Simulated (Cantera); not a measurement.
Input: 1 mol SiH₂Cl₂, 20 mol NH₃, 18 mol N₂, held at 1350 K and 0.0330 bar.

These are equilibrium values from Cantera (NASA tables, ideal gas, pure condensed phases), not measurements of a reactor. Candidate condensed phases: NH₄Cl, Si, Si₃N₄; 28 gas species. Rates play no part.

Q: What is the equilibrium state?

A: 
| Property | Result |
|---|---|
| x(H₂) | 0.506 |
| x(N₂) | 0.461 |
| x(HCl) | 0.0337 |
| x(SiCl₂) | 1.50e-5 |
| x(H) | 9.33e-6 |
| n(Si₃N₄(s)) | 0.333 mol |
| gas amount | 59.33 mol |
| log10 activity of Si(s) (absent) | -2.62 |
